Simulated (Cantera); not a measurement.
A Cantera script and what it prints.

```python
import numpy as np
import cantera as ct

gas_names = """
    NO2 NF3 NO
""".split()
cond_names = """
    Cu2O(s) Cu2O(L) CuF2(s) CuF2(L)
""".split()


# ... load() reads the species with a 1 bar reference pressure and builds the phases ...
species = {s.name: s for s in load("nasa_gas.yaml", gas_names) + load("nasa_condensed.yaml", cond_names)}
# Each term lists the table entries of one substance; the one whose range holds T is used.
reactions = {
    'NO2(g) + 4 NF3(g) + 3 Cu2O = 5 NO(g) + 6 CuF2':
        [(-1, ['NO2']), (-4, ['NF3']), (-3, ['Cu2O(s)', 'Cu2O(L)']), (5, ['NO']), (6, ['CuF2(s)', 'CuF2(L)'])],
}


def pick(names, T):
    return next(species[n] for n in names if species[n].thermo.min_temp <= T <= species[n].thermo.max_temp)


results = []
for label, terms in reactions.items():
    print(label)
    print("     T/K   dH/kJ  dS/(J/K)   dG/kJ   log10 K")
    for T in [300, 1050, 1200, 1350, 1500, 1650, 1800, 1950, 2100]:
        used = [(nu, pick(names, T)) for nu, names in terms]
        dH = sum(nu * s.thermo.h(T) for nu, s in used) / 1e6
        dS = sum(nu * s.thermo.s(T) for nu, s in used) / 1e3
        dG = dH - T * dS / 1e3
        logK = -dG * 1e6 / (ct.gas_constant * T * np.log(10))
        results.append((label, T, dH, dS, dG, logK, [s.name for _, s in used]))
        print(f"{T:8g} {dH:8.1f} {dS:8.1f} {dG:8.1f} {logK:8.2f}")
```

Result:

```
NO2(g) + 4 NF3(g) + 3 Cu2O = 5 NO(g) + 6 CuF2
     T/K   dH/kJ  dS/(J/K)   dG/kJ   log10 K
     300  -1772.2    -41.5  -1759.8   306.39
    1050  -1702.5     75.2  -1781.4    88.62
    1200  -1352.7    390.2  -1821.0    79.26
    1350  -1333.6    405.3  -1880.7    72.77
    1500  -1317.0    416.9  -1942.4    67.64
    1650  -1497.9    297.4  -1988.6    62.95
    1800  -1484.9    304.9  -2033.7    59.02
    1950  -1472.1    311.7  -2080.0    55.72
    2100  -1459.6    317.9  -2127.2    52.91
```

Cantera with NASA thermochemical tables; ideal gases at 1 bar, condensed phases pure. Condensed species are held in their standard states even where they would react or evaporate.
